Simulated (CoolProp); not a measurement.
Properties of water at several states.

Values from CoolProp's reference Helmholtz-energy equation of state, Wagner 2002.

```tsv
T (K)	p (MPa)	phase	speed of sound (m/s)	Prandtl number	fugacity coefficient
577.8	1.87	gas	573.8	0.983	0.9564
380.1	18.9	liquid	1577	1.62	0.007516
517	3.48	gas	505.1	1.33	0.8702
603.6	2.16	gas	586.4	0.976	0.9575
```

Viscosity comes from a separate model (Huber 2009). Thermal conductivity comes from a separate model (Huber 2012).
